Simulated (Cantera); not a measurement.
An adiabatic, constant-pressure homogeneous reactor starts with 23.7 % H2, 16.0 % O2, 60.2 % N2, equivalence ratio 0.74, at 1000 K and 51000 Pa.

Computed with Cantera and GRI-Mech 3.0 (53 species, 325 reactions).

Q: Predict: time of steepest temperature rise; temperature at 0.800 s; equilibrium temperature; x(H2) at 0.800 s; x(O2) at 0.800 s; x(NO) at 0.800 s; x(H) at 0.800 s; x(NO2) at 0.800 s; x(H2O) at 0.800 s; x(N2O) at 0.800 s.

A: 
```json
{
  "time_of_steepest_temperature_rise": "0.364 ms",
  "temperature at 0.800 s": "2492 K",
  "equilibrium_temperature": "2492 K",
  "x(H2) at 0.800 s": "0.00970 (gas-phase equilibrium 0.00970)",
  "x(O2) at 0.800 s": "0.0414 (gas-phase equilibrium 0.0414)",
  "x(NO) at 0.800 s": "0.00931 (gas-phase equilibrium 0.00931)",
  "x(H) at 0.800 s": "0.00337 (gas-phase equilibrium 0.00337)",
  "x(NO2) at 0.800 s": "2.64e-6 (gas-phase equilibrium 2.64e-6)",
  "x(H2O) at 0.800 s": "0.245 (gas-phase equilibrium 0.245)",
  "x(N2O) at 0.800 s": "3.40e-7 (gas-phase equilibrium 3.40e-7)"
}
```
